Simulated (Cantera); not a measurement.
**Ignition delay**

Mixture: 8.10 % CH4, 0.518 % C2H6, 12.9 % O2, 78.5 % N2, at 100000 Pa, adiabatic and at constant volume. Ignition delay is the time to a rise of 400 K.

Detailed kinetics in Cantera: GRI-Mech 3.0 (53 species, 325 reactions).

```
T0 (K)  delay (ms)
------  ----------
1098          59.1
1148          32.2
1198          17.8
1248          9.91
1298          5.52
1348          3.08
1398          1.74
1448         0.998
```

```yaml
apparent activation energy between 1348 and 1448 K: 180 kJ/mol
```
